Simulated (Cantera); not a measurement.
Feed: 1 mol Al, 4.2 mol Cl₂, 44 mol N₂, held at 1198.15 K and 0.190 bar.

These are equilibrium values from Cantera (NASA tables, ideal gas, pure condensed phases), not measurements of a reactor. Rates play no part.

```json
[
 {"species": "N₂", "before": "0.921", "after": "0.910"},
 {"species": "Cl₂", "before": "0.0553", "after": "0.0427"},
 {"species": "Cl", "before": "0.00250", "after": "0.0262"},
 {"species": "AlCl₃", "before": "0.0209", "after": "0.0207"}
]
```
Gas species are given as mole fractions.

Q: What was changed between the two runs?
A) temperature from 1198.15 K to 400 K
B) temperature from 1198.15 K to 875 K
C) temperature from 1198.15 K to 1348.15 K
D) pressure from 0.190 bar to 1.33 mbar

A: D, pressure from 0.190 bar to 1.33 mbar
